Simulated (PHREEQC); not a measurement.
Brine

A solution holds 0.21 mol H2SO4, 0.001 mol H3BO3 and 0.00012 mol MgCl2 per kg of water, at 50 °C. Closed to the air; pH follows from the charge balance.

Model: ion-association model, phreeqc.dat, run in PHREEQC.

Each row changes one thing in this solution. Precipitation was switched off in this run.

| case | pH | ionic strength (mol/kgw) |
|---|---|---|
| as made | 0.75 | 0.245 |
| H3BO3 left out | 0.75 | 0.245 |
| H2SO4 left out | 6.01 | 0.000361 |
| temperature from 50 to 80 °C | 0.77 | 0.228 |
| temperature from 50 to 15 °C | 0.72 | 0.276 |
| MgCl2 left out | 0.75 | 0.245 |
| diluted 2-fold with water | 1.02 | 0.131 |

Complexes and solids missing from the database can't appear. At this temperature some constants are extrapolated from 25 °C, and those without enthalpy data are left unchanged.
